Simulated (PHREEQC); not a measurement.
1.6 g of hydrous ferric oxide (600 m²/g; 0.2 weak and 0.005 strong sites per Fe, Dzombak-Morel constants, diffuse double layer) in 1 kg of water with 0.1 mol/kgw of an inert sodium salt and 0.25 mmol/kgw BaCl2, at 25 °C; the pH is set by adding NaOH or the inert anion's acid. Oxygen is held at 0.21 atm. CO2 from the air is kept out. Precipitation was switched off in this run.

The numbers come from PHREEQC with the ion-association model, wateq4f.dat.

```tsv
pH	Ba sorbed (%)	surface charge σ (C/m²)	surface potential ψ (mV)
3	0.0	0.363	152
3.5	0.0	0.351	150
4.5	0.0	0.273	138
5	0.0	0.215	126
6	0.4	0.112	93
6.5	2.0	0.074	74
7.5	20.9	0.025	32
8	31.7	0.007	9
9	49.2	-0.029	-37
9.5	76.5	-0.052	-58
10.5	98.9	-0.120	-97
11	99.8	-0.167	-113
```

The oxide is taken as insoluble; below pH 4 it would dissolve.
